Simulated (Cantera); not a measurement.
Charge: 1 mol PbO, 7.6 mol CO, 2.7 mol H2, 0.077 mol O2, held at 1.50 mbar.

Cantera equilibrium calculation (NASA polynomials, part measured and part estimated; ideal gas, pure solids and liquids). Candidate condensed phases: C, C6H6, C7H8, C8H18, H2O, Pb, PbO, PbO2, Pb3O4; 113 gas species. The numbers say what is thermodynamically allowed, not how fast it happens.

**Question.** Which condensed phases are stable at each of these points (T (K)): 775, 850, 925, 1000, 1075, 1150, 1225, 1300, 1375, 1450, 1525, 1600?

**Answer.** 
```
T (K)     condensed phases  Pb condensed (%)
-----  -------------------  ----------------
775    C(graphite) + Pb(l)             100.0
850                  Pb(l)              99.8
925                  Pb(l)              98.2
1000                 Pb(l)              88.8
1075                 Pb(l)              45.1
1150              gas only               0.0
1225              gas only               0.0
1300              gas only               0.0
1375              gas only               0.0
1450              gas only               0.0
1525              gas only               0.0
1600              gas only               0.0
```

At 775 K the condensed part is C(graphite) + Pb(l). From 850 K to 1075 K the condensed part is Pb(l). From 1150 K to 1600 K nothing is condensed.
